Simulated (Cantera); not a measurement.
An isothermal, constant-pressure homogeneous reactor starts with 18.5 % CH4, 81.5 % CO2, at 1725 K and 1.00 bar.

Model: GRI-Mech 3.0 (53 species, 325 reactions), integrated in Cantera.

One state of this run: x CH4 = 0.00113; x CO2 = 0.281; x C2H4 = 4.53e-6; x C2H = 4.45e-9; x H = 5.10e-5; x HO2 = 1.35e-12. x: mole fraction; the columns are a selection and need not sum to one.

Question: Which value of t (s) does it belong to?
A) 0.609
B) 0.000128
C) 0.00215
D) 0.000841

Answer: A, 0.609
